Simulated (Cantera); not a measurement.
Input (Python, Cantera):

```python
import numpy as np
import cantera as ct

gas = ct.Solution("h2o2.yaml")
gas.TPX = 950, 2500, {'H2': 1.3, 'O2': 1}
reactor = ct.IdealGasConstPressureReactor(gas, energy="off", clone=False)
net = ct.ReactorNet([reactor])
net.rtol, net.atol = 1e-08, 1e-18
show = ['H2', 'O2', 'HO2', 'O', 'H', 'H2O2']
times = np.geomspace(0.0001, 8, 14)

steps = ct.SolutionArray(gas, extra=["t"])
rows = []
print(f"{'t/s':>10s}{'T/K':>9s}{'P/Pa':>11s}" + "".join(f"{s:>11s}" for s in show))
for t in times:
    while net.time < t:
        t_next = net.step()
        steps.append(gas.state, t=t_next)
    rows.append([np.interp(t, steps.t, y) for y in (steps.T, steps.P, *steps(*show).X.T)])
    print(f"{t:10.3e}{rows[-1][0]:9.1f}{rows[-1][1]:11.4g}" + "".join(f"{x:11.3e}" for x in rows[-1][2:]))
rate = np.gradient(steps.T, steps.t)
print("integrator steps:", len(steps.t))
if steps.T.max() > steps.T[0] + 200:
    print(f"time of steepest temperature rise: {steps.t[rate.argmax()]:.4e} s")
gas.TPX = 950, 2500, {'H2': 1.3, 'O2': 1}
gas.equilibrate("TP")
print(f"equilibrium (TP): T = {gas.T:.1f} K  " + "  ".join(f"{s} {gas[s].X[0]:.3e}" for s in show))
```

Output:

```
       t/s      T/K       P/Pa         H2         O2        HO2          O          H       H2O2
 1.000e-04    950.0       2500  5.652e-01  4.348e-01  1.074e-10  1.255e-11  1.259e-10  3.051e-14
 2.383e-04    950.0       2500  5.652e-01  4.348e-01  2.643e-10  6.055e-11  4.983e-10  1.764e-13
 5.680e-04    950.0       2500  5.652e-01  4.348e-01  7.993e-10  6.862e-10  5.341e-09  1.114e-12
 1.354e-03    950.0       2500  5.652e-01  4.348e-01  4.087e-08  1.252e-07  9.688e-07  3.958e-11
 3.226e-03    950.0       2500  3.780e-01  3.624e-01  1.743e-05  1.188e-02  1.063e-01  3.200e-07
 7.688e-03    950.0       2500  1.280e-02  2.159e-01  3.269e-05  2.045e-03  6.635e-03  2.764e-06
 1.832e-02    950.0       2500  2.098e-03  2.127e-01  1.958e-05  1.691e-04  1.181e-04  1.994e-06
 4.366e-02    950.0       2500  5.264e-04  2.123e-01  8.932e-06  3.224e-05  1.103e-05  1.254e-06
 1.041e-01    950.0       2500  1.127e-04  2.121e-01  2.706e-06  6.482e-06  1.164e-06  5.995e-07
 2.480e-01    950.0       2500  1.822e-05  2.121e-01  5.588e-07  1.305e-06  1.044e-07  2.476e-07
 5.910e-01    950.0       2500  2.314e-06  2.121e-01  1.049e-07  3.006e-07  9.159e-09  9.893e-08
 1.409e+00    950.0       2500  2.865e-07  2.121e-01  2.463e-08  8.504e-08  1.075e-09  3.929e-08
 3.357e+00    950.0       2500  5.710e-08  2.121e-01  7.905e-09  2.857e-08  1.897e-10  1.628e-08
 8.000e+00    950.0       2500  1.808e-08  2.121e-01  2.996e-09  1.062e-08  4.198e-11  6.970e-09
integrator steps: 1822
equilibrium (TP): T = 950.0 K  H2 1.984e-10  O2 2.121e-01  HO2 4.513e-10  O 9.317e-11  H 4.989e-14  H2O2 8.241e-11
```

Model: the H2/O2 subset of GRI-Mech 3.0, which has no nitrogen chemistry, integrated in Cantera. Radical loss at walls, strong at low pressure, is not modelled. The temperature is held fixed by assumption; the heat of reaction is taken as removed at once.
